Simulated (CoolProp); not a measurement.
R1224YDZ along the isobar 8.28 MPa: Z from the reference equation and from simpler models built on Tc = 155.5 °C, pc = 3.334 MPa, ω = 0.325; each cubic takes its own stable root.

Values from CoolProp's reference Helmholtz-energy equation of state, Akasaka 2023.

```tsv
T (°C)	phase	reference
106.15	liquid	0.3359
113.35	liquid	0.3365
120.55	liquid	0.3377
127.75	liquid	0.3395
134.95	liquid	0.3420
142.25	liquid	0.3452
149.45	liquid	0.3493
156.65	supercritical	0.3543
163.85	supercritical	0.3605
171.15	supercritical	0.3682
178.35	supercritical	0.3775
185.55	supercritical	0.3887
192.75	supercritical	0.4022
199.95	supercritical	0.4185
```

Q: How far does each simpler model (van der Waals, Soave-Redlich-Kwong, Peng-Robinson) lie from the reference over these 14 states: mean and median of the absolute difference, and the worst?

A: 
- van der Waals: mean 42.5 %, median 44.5 %, worst +54.1 % at 106.15 °C and 8.28 MPa
- Soave-Redlich-Kwong: mean 15.8 %, median 15.5 %, worst +20.3 % at 199.95 °C and 8.28 MPa
- Peng-Robinson: mean 4.4 %, median 3.7 %, worst +10.9 % at 199.95 °C and 8.28 MPa
